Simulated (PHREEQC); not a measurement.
1 kg of water holding 0.047 mol/kgw Na2CO3 and 0.11 mol/kgw KCl is evaporated at 15 °C; the solids stay in contact with the brine. No CO2 enters from the air. The run lets Halite, Kalicinite, Nahcolite, Natron, Sylvite, Trona precipitate or redissolve, and no other solid.

Equilibrium calculation in PHREEQC: Pitzer model, pitzer.dat.

| water left (kg) | ionic strength | water activity | Sylvite (mol) | Na in solution (mol/kgw) | C in solution (mol/kgw) | Cl in solution (mol/kgw) | pH |
|---|---|---|---|---|---|---|---|
| 1 | 0.249 | 0.994 | 0 | 0.0940 | 0.0470 | 0.110 | 11.41 |
| 0.5552 | 0.450 | 0.990 | 0 | 0.169 | 0.0847 | 0.198 | 11.50 |
| 0.3083 | 0.812 | 0.982 | 0 | 0.305 | 0.152 | 0.357 | 11.58 |
| 0.1712 | 1.46 | 0.969 | 0 | 0.549 | 0.275 | 0.643 | 11.66 |
| 0.09504 | 2.64 | 0.944 | 0 | 0.989 | 0.495 | 1.16 | 11.76 |
| 0.05278 | 4.75 | 0.896 | 0 | 1.78 | 0.890 | 2.08 | 11.91 |
| 0.02932 | 8.52 | 0.793 | 0.00105 | 3.21 | 1.60 | 3.72 | 12.17 |
| 0.0163 | 11.6 | 0.746 | 0.0617 | 5.77 | 2.88 | 2.97 | 12.38 |
| 0.009058 | 17.2 | 0.664 | 0.0951 | 10.4 | 5.19 | 1.64 | 12.56 |

Sylvite from water left = 0.02932 kg (pH 12.17).

Complexes and solids missing from the database can't appear.
